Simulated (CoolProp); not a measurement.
Computed with CoolProp (reference Helmholtz-energy equation of state, Thol 2019).

Problem. Give the vapour pressure (kPa), liquid cp (kJ/(kg K)), liquid viscosity (µPa s), liquid conductivity (mW/(m K)) of saturated n-pentane at 349.3, 357.2 K.

Solution. 
| T (K) | p (kPa) | liquid cp (kJ/(kg K)) | liquid viscosity (µPa s) | liquid conductivity (mW/(m K)) |
|---|---|---|---|---|
| 349.3 | 334 | 2.58 | 108 | 94.5 |
| 357.2 | 407 | 2.63 | 99.6 | 92.1 |

Viscosity comes from a separate model (Quiñones-Cisneros 2006), older than the equation that it now runs on, and unchecked against measurements. Thermal conductivity comes from a separate model (Vassiliou 2015).
